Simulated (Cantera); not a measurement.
Adiabatic ignition

An adiabatic, constant-volume homogeneous reactor starts with 14.4 % CH₄, 18.0 % O₂, 67.6 % N₂, equivalence ratio 1.6, at 1473 K and 100000 Pa.

Model: GRI-Mech 3.0 (53 species, 325 reactions), integrated in Cantera.

| t (s) | T (K) | P (bar) | x CH₄ | x O₂ | x C₂H₆ | x O | x CH₂O | x OH |
|---|---|---|---|---|---|---|---|---|
| 3.00e-6 | 1473 | 1.000 | 0.144 | 0.180 | 3.25e-12 | 2.06e-9 | 2.86e-9 | 3.37e-9 |
| 6.01e-6 | 1473 | 1.000 | 0.144 | 0.180 | 2.85e-11 | 2.32e-9 | 1.23e-8 | 4.29e-9 |
| 1.20e-5 | 1473 | 1.000 | 0.144 | 0.180 | 2.49e-10 | 2.88e-9 | 5.25e-8 | 6.60e-9 |
| 2.41e-5 | 1473 | 1.000 | 0.144 | 0.180 | 2.29e-9 | 4.17e-9 | 2.33e-7 | 1.22e-8 |
| 4.82e-5 | 1473 | 1.000 | 0.144 | 0.180 | 2.37e-8 | 7.40e-9 | 1.11e-6 | 2.51e-8 |
| 9.65e-5 | 1473 | 1.000 | 0.144 | 0.180 | 2.90e-7 | 1.64e-8 | 5.79e-6 | 5.54e-8 |
| 0.000193 | 1473 | 1.00 | 0.144 | 0.180 | 3.96e-6 | 4.08e-8 | 3.15e-5 | 1.24e-7 |
| 0.000387 | 1474 | 1.00 | 0.143 | 0.180 | 4.31e-5 | 9.18e-8 | 0.000151 | 2.67e-7 |
| 0.000775 | 1479 | 1.00 | 0.142 | 0.179 | 0.000268 | 1.92e-7 | 0.000593 | 6.34e-7 |
| 0.00155 | 1535 | 1.05 | 0.131 | 0.171 | 0.00163 | 1.52e-6 | 0.00280 | 6.30e-6 |
| 0.00311 | 2879 | 2.21 | 1.94e-12 | 0.00111 | <1e-12 | 0.00166 | 8.16e-9 | 0.0109 |
| 0.00622 | 2879 | 2.21 | 1.94e-12 | 0.00111 | <1e-12 | 0.00165 | 8.17e-9 | 0.0109 |
| 0.0125 | 2879 | 2.21 | 1.94e-12 | 0.00111 | <1e-12 | 0.00165 | 8.17e-9 | 0.0109 |
| 0.0249 | 2879 | 2.21 | 1.94e-12 | 0.00111 | <1e-12 | 0.00165 | 8.17e-9 | 0.0109 |
| 0.0499 | 2879 | 2.21 | 1.94e-12 | 0.00111 | <1e-12 | 0.00165 | 8.17e-9 | 0.0109 |
| 0.100 | 2879 | 2.21 | 1.94e-12 | 0.00111 | <1e-12 | 0.00165 | 8.17e-9 | 0.0109 |
x: mole fraction; the columns are a selection and need not sum to one.

```yaml
time_of_steepest_temperature_rise: 1.79 ms
temperature at 0.100 s: 2879 K
equilibrium_temperature: 2879 K
x(CH₄) at 0.100 s: 1.94e-12 (gas-phase equilibrium 2.26e-12)
x(O₂) at 0.100 s: 0.00111 (gas-phase equilibrium 0.00111)
x(C₂H₆) at 0.100 s: <1e-12 (gas-phase equilibrium <1e-12)
```
